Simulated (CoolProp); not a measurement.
Values from CoolProp's reference Helmholtz-energy equation of state, Lemmon 2013.

Task: For propylene, give the phase and the cp (kJ/(kg K)), viscosity (µPa s) at 185.3 K and 3.18 MPa; 205.2 K and 3.18 MPa.

Result: 
- 185.3 K and 3.18 MPa: liquid; cp 2.08, viscosity 334
- 205.2 K and 3.18 MPa: liquid; cp 2.12, viscosity 255

Viscosity comes from a separate model (Huber 2003), an estimate that may be off by 10 % or more.
